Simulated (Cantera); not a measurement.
## Equilibrium for silicon etching in halogen gases: Si + HBr

A closed system holds: 1 mol Si, a varied amount of HBr, equilibrated at 650 K and 0.570 bar.

These are equilibrium values from Cantera (NASA tables, ideal gas, pure condensed phases), not measurements of a reactor. Candidate condensed phases: Br₂, Si; 19 gas species. Equilibrium is a limit: real reactors are often held back by kinetics, nucleation or transport.

At 3.6 mol HBr the condensed part is Si(s). From 4.4 mol HBr to 23 mol HBr nothing is condensed. The main Si-bearing gas is SiBr₄ throughout.

```
n(HBr) (mol)     x HBr    x H₂  x SiBr₄  x SiHBr₃  x SiH₂Br₂  n Si(s)
------------  --------  ------  -------  --------  ---------  -------
3.6           0.000420   0.659    0.319    0.0211   0.000645   0.0852
4.4              0.118   0.588    0.294   6.19e-5    6.03e-9        0
5.4              0.318   0.455    0.227   1.37e-5   3.81e-10        0
6.7              0.474   0.351    0.175   5.48e-6   7.90e-11        0
8.2              0.583   0.278    0.139   2.79e-6   2.59e-11        0
10               0.667   0.222    0.111   1.56e-6   1.01e-11        0
12               0.727   0.182   0.0909   9.58e-7   4.66e-12        0
15               0.786   0.143   0.0714   5.47e-7   1.94e-12        0
19               0.833   0.111   0.0556   3.12e-7     <1e-12        0
23               0.864  0.0909   0.0455   2.02e-7     <1e-12        0
```
x: gas mole fraction; n: condensed amount in mol.
